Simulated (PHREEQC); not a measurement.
A solution holds 3.1 mmol/kgw Cu(BF4)2, 0.1 mmol/kgw HCl and 3 mmol/kgw NaCl, at 25 °C. Closed to the air; pH follows from the charge balance.

Equilibrium calculation in PHREEQC: ion-association model, phreeqc.dat.

Q: The ionic strength comes out as 0.0133 mol/kgw. What activity coefficients do H+, CuF+, BF4-, Cu+2, BF2(OH)2- get?

A: H+ 0.90, CuF+ 0.89, BF4- 0.89, Cu+2 0.64, BF2(OH)2- 0.89.

This is a speciation only: nothing precipitates in the calculation. Real BF4- forms and hydrolyses slowly; the run takes it at equilibrium.
